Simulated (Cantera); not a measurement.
Input: 1 mol Si(CH₃)₄, 0.46 mol C₃H₈, 690 mol H₂, 0.0057 mol C₂H₄, equilibrated at 2498.15 K and 75.0 Torr.

Equilibrium computed with Cantera from the NASA thermochemical tables; the gas is ideal and each condensed phase is pure. Candidate condensed phases: C, C₆H₆, C₇H₈, C₈H₁₈, Si, SiC; 87 gas species. Gases not in the tables: Si₂H₆ and higher silanes. The numbers say what is thermodynamically allowed, not how fast it happens.

Base state: H₂ 0.919, H 0.0756, C₂H₂ (acetylene) 0.00355, Si 0.00114, SiC₂ 0.000106, SiH 9.13e-5, SiH₂ 2.27e-5, C₂H 2.09e-5 (mole fractions); condensed: gas only.

### Question
What changes in the equilibrium state with this change: Si(CH₃)₄ replaced by CH₃SiCl₃?

### Answer
| species | before | after |
|---|---|---|
| H₂ | 0.919 | 0.917 |
| H | 0.0756 | 0.0755 |
| HCl | 0 | 0.00391 |
| C₂H₂ (acetylene) | 0.00355 | 0.00158 |
| Si | 0.00114 | 0.00119 |
| Cl | 0 | 0.000228 |
| C₂H | 2.09e-5 | 9.30e-6 |
| SiC₂ | 0.000106 | 4.93e-5 |
| CH₃ | 1.13e-5 | 7.51e-6 |
| SiH | 9.13e-5 | 9.56e-5 |
The feed counts by its element totals alone.

### Question
What changes in the equilibrium state with this change: pressure from 75.0 Torr to 10.0 Torr?

### Answer
```csv
species,before,after
H₂,0.919,0.802
H,0.0756,0.193
C₂H₂ (acetylene),0.00355,0.00328
Si,0.00114,0.00114
SiH₂,2.27e-5,2.65e-6
CH₃,1.13e-5,3.46e-6
SiH,9.13e-5,3.13e-5
C₂H,2.09e-5,5.66e-5
SiC₂,0.000106,0.000112
```
